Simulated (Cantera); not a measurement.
Input: 1 mol Fe(CO)5, 0.79 mol H2, equilibrated at 1 atm.

Method: chemical equilibrium by Gibbs-energy minimisation in Cantera with the NASA 1993 tables (ideal gas, pure condensed phases). Candidate condensed phases: C, C6H6, C7H8, C8H18, Fe, Fe(CO)5, FeO, Fe(OH)2, Fe(OH)3, Fe2O3, Fe3O4, H2O; 114 gas species. Iron dissolves carbon and melts from about 1420 K in contact with it, which pure phases cannot show. Condensed phases not in the tables: cementite and carbon dissolved in iron. Equilibrium is a limit: real reactors are often held back by kinetics, nucleation or transport.

Q: At 1277 °C, list the 6 most abundant gas species with their mole fractions, and the condensed phases.

A: CO 0.863, H2 0.136, CO2 0.000327, H2O 0.000144, CH4 3.83e-5, H 1.16e-5. Condensed: C(graphite) + Fe(γ).
